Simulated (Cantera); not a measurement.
Gas mixture: C2H4 : CH3OH : C2H2 = 0.87 : 0.69 : 0.18 (molar parts), at 15000 Pa, frozen composition.

Cantera's kinetic-theory transport with the Lennard-Jones parameters of GRI-Mech 3.0, ideal gas; thermal conductivity in the multicomponent form. Polar gases are described roughly by these parameters. The composition is frozen, though it would react at the higher temperatures.

One state of this run: ρ (kg/m³) = 0.0408; cp (J/kg/K) = 3390; μ (µPa s) = 36.0; λ (mW/m/K) = 163; Pr = 0.746; D (cm²/s) NO = 13.9; D (cm²/s) H2O = 17.7; D (cm²/s) NH3 = 16.8. D: mixture-averaged diffusion coefficient of that species in the mixture.

**Question.** Which value of T (K) does it belong to?
A) 850
B) 1150
C) 1450
D) 1300

**Answer.** D, 1300
